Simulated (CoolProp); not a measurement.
Vapour-liquid equilibrium of cyclohexane (1) + toluene (2) at 450.7 K; x and y are mole fractions of (1).

Computed with CoolProp (multi-fluid Helmholtz-energy mixture model, Zhou 2014 and Lemmon 2006; pair parameters Bell 2016).

| x | bubble pressure (kPa) | y at the bubble point | dew pressure at overall composition x (kPa) | liquid density (mol/L) |
|---|---|---|---|---|
| 0.05 | 522.3 | 0.096 | ? | 7.625 |
| 0.15 | 577.9 | 0.255 | 540.3 | 7.576 |
| 0.25 | 629.6 | 0.384 | 576.0 | 7.528 |
| 0.35 | 677.8 | 0.492 | 615.4 | 7.481 |
| 0.45 | 722.7 | 0.586 | 658.5 | 7.436 |
| 0.55 | 764.8 | 0.670 | 705.2 | 7.392 |
| 0.65 | 804.3 | 0.747 | ? | 7.352 |
| 0.75 | 841.6 | 0.821 | ? | 7.314 |
| 0.85 | ? | 0.892 | ? | 7.280 |
| 0.95 | 910.2 | 0.964 | ? | 7.250 |

Q: Complete the blanks.

A: 
- 0.05, dew pressure at overall composition x (kPa): 507.9
- 0.65, dew pressure at overall composition x (kPa): 754.7
- 0.75, dew pressure at overall composition x (kPa): 805.8
- 0.85, bubble pressure (kPa): 876.9
- 0.85, dew pressure at overall composition x (kPa): 856.3
- 0.95, dew pressure at overall composition x (kPa): 904.0

No azeotrope shows between x = 0.05 and 0.95.

Pair parameters are fitted to limited data, so mixtures are less certain than the pure fluids.
